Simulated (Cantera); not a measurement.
What does this Cantera script print?

```python
import numpy as np
import cantera as ct

gas = ct.Solution("SiF4_NH3_mec.yaml", "gas")
gas.TPX = 2125, 2400, {'NH3': 1, 'H2': 0.13}
reactor = ct.IdealGasConstPressureReactor(gas, energy="off", clone=False)
net = ct.ReactorNet([reactor])
net.rtol, net.atol = 1e-08, 1e-18
show = ['NH3', 'H2', 'H', 'N2', 'N2H2', 'N']
times = np.geomspace(2e-06, 3, 14)

steps = ct.SolutionArray(gas, extra=["t"])
rows = []
print(f"{'t/s':>10s}{'T/K':>9s}{'P/Pa':>11s}" + "".join(f"{s:>11s}" for s in show))
for t in times:
    while net.time < t:
        t_next = net.step()
        steps.append(gas.state, t=t_next)
    rows.append([np.interp(t, steps.t, y) for y in (steps.T, steps.P, *steps(*show).X.T)])
    print(f"{t:10.3e}{rows[-1][0]:9.1f}{rows[-1][1]:11.4g}" + "".join(f"{x:11.3e}" for x in rows[-1][2:]))
rate = np.gradient(steps.T, steps.t)
print("integrator steps:", len(steps.t))
if steps.T.max() > steps.T[0] + 200:
    print(f"time of steepest temperature rise: {steps.t[rate.argmax()]:.4e} s")
gas.TPX = 2125, 2400, {'NH3': 1, 'H2': 0.13}
gas.equilibrate("TP")
print(f"equilibrium (TP): T = {gas.T:.1f} K  " + "  ".join(f"{s} {gas[s].X[0]:.3e}" for s in show))
```

Output:

```
       t/s      T/K       P/Pa        NH3         H2          H         N2       N2H2          N
 2.000e-06   2125.0       2400  8.850e-01  1.150e-01  9.711e-07  1.960e-17  2.044e-13  3.857e-17
 5.972e-06   2125.0       2400  8.849e-01  1.150e-01  1.531e-06  6.553e-15  7.642e-12  3.747e-15
 1.783e-05   2125.0       2400  8.849e-01  1.151e-01  2.347e-06  1.910e-12  2.252e-10  2.465e-13
 5.325e-05   2125.0       2400  8.848e-01  1.151e-01  4.705e-06  3.972e-10  4.691e-09  1.827e-11
 1.590e-04   2125.0       2400  8.846e-01  1.151e-01  1.173e-05  5.486e-08  7.089e-08  1.321e-09
 4.747e-04   2125.0       2400  8.839e-01  1.154e-01  3.241e-05  4.862e-06  9.426e-07  5.016e-08
 1.418e-03   2125.0       2400  8.812e-01  1.166e-01  8.392e-05  2.385e-04  9.243e-06  6.271e-07
 4.233e-03   2125.0       2400  8.698e-01  1.245e-01  1.221e-04  2.988e-03  1.876e-05  1.318e-06
 1.264e-02   2125.0       2400  8.348e-01  1.502e-01  1.470e-04  1.229e-02  1.762e-05  1.515e-06
 3.774e-02   2125.0       2400  7.412e-01  2.191e-01  2.155e-04  3.721e-02  1.447e-05  1.916e-06
 1.127e-01   2125.0       2400  5.348e-01  3.709e-01  3.916e-04  9.214e-02  8.855e-06  2.491e-06
 3.365e-01   2125.0       2400  2.385e-01  5.887e-01  7.886e-04  1.710e-01  3.063e-06  2.941e-06
 1.005e+00   2125.0       2400  3.742e-02  7.360e-01  1.765e-03  2.245e-01  3.517e-07  3.009e-06
 3.000e+00   2125.0       2400  4.116e-05  7.532e-01  1.366e-02  2.331e-01  9.661e-11  1.493e-06
integrator steps: 1347
equilibrium (TP): T = 2125.0 K  NH3 1.233e-07  H2 7.473e-01  H 2.040e-02  N2 2.323e-01  N2H2 2.609e-14  N 1.528e-08
```

Model: the gas-phase N/H chemistry of the illustrative SiF4/NH3 mechanism in the Surface Chemkin manual (1991), integrated in Cantera. Walls and surfaces, which speed up NH3 decomposition in real reactors, are not modelled.
